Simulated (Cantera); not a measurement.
Thermodynamics of carbon deposition, reforming and gasification, feed acetone + H2

A closed system holds: 1 mol acetone, 0.44 mol H2, equilibrated at 477 °C and 0.100 bar.

Method: chemical equilibrium by Gibbs-energy minimisation in Cantera with the NASA 1993 tables (ideal gas, pure condensed phases). Candidate condensed phases: C, C6H6, C7H8, C8H18, H2O; 110 gas species. The feed counts by its element totals alone. Equilibrium is a limit: real reactors are often held back by kinetics, nucleation or transport.

```yaml
x(H2): 0.623
x(H2O): 0.171
x(CH4): 0.124
x(CO2): 0.0508
x(CO): 0.0302
n(C(graphite)): 2.32 mol
gas_amount: 3.298 mol
```
